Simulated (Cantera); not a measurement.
Mixture: CH4 : CO : O2 : N2 = 1 : 0.074 : 3.13 : 19.4 (molar parts), equivalence ratio 0.65, at 0.530 bar, adiabatic and at constant pressure. Ignition delay is the time to a rise of 400 K.

Model: GRI-Mech 3.0 (53 species, 325 reactions), integrated in Cantera.

Question: Predict: delay at 1200 K; delay at 1350 K; delay at 1500 K; delay at 1650 K; delay at 1800 K; apparent activation energy between 1650 and 1800 K.

Answer: 
```
Property                                                Result
--------------------------------------------------  ----------
delay at 1200 K                                        99.7 ms
delay at 1350 K                                        12.7 ms
delay at 1500 K                                        2.44 ms
delay at 1650 K                                       0.706 ms
delay at 1800 K                                       0.277 ms
apparent activation energy between 1650 and 1800 K  150 kJ/mol
```
